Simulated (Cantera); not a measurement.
Charge: 1 mol SiC, 1.3 mol N2O, 14 mol N2, held at 975 K and 150 Pa.

These are equilibrium values from Cantera (NASA tables, ideal gas, pure condensed phases), not measurements of a reactor. Candidate condensed phases: C, Si, SiC, SiO2, Si2N2O, Si3N4; 34 gas species. Rates play no part.

Q: What is the equilibrium state?

A: 
- x(N2) = 0.983
- x(CO) = 0.0166
- n(C(graphite)) = 0.747 mol
- n(SiO2(β-quartz)) = 0.365 mol
- n(Si2N2O(s)) = 0.318 mol
- gas amount = 15.24 mol
- log10 activity of Si(s) (absent) = -8.92
